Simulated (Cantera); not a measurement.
An isothermal, constant-pressure homogeneous reactor starts with N2O : H2O = 1 : 0.087 (molar parts), at 1100 K and 0.0217 atm.

Model: GRI-Mech 3.0 (53 species, 325 reactions), integrated in Cantera. GRI-Mech 3.0 was tuned for natural gas; its chemistry of N2O as a main component is partial and can be far from experiment. Radical loss at walls, strong at low pressure, is not modelled. The mechanism lacks the step 2 NO + O2 → 2 NO2, which can matter for NO2 below about 1400 K. The temperature is held fixed by assumption; the heat of reaction is taken as removed at once.

### Question
Predict: x(N2O) at 200 s; x(H2O) at 200 s; x(NO2) at 200 s; x(O2) at 200 s; x(O) at 200 s.

### Answer
```json
{
 "x(N2O) at 200 s": "0.492 (gas-phase equilibrium 9.33e-10)",
 "x(H2O) at 200 s": "0.0683 (gas-phase equilibrium 0.0548)",
 "x(NO2) at 200 s": "0.000402 (gas-phase equilibrium 4.84e-7)",
 "x(O2) at 200 s": "0.139 (gas-phase equilibrium 0.315)",
 "x(O) at 200 s": "3.27e-7 (gas-phase equilibrium 9.51e-9)"
}
```
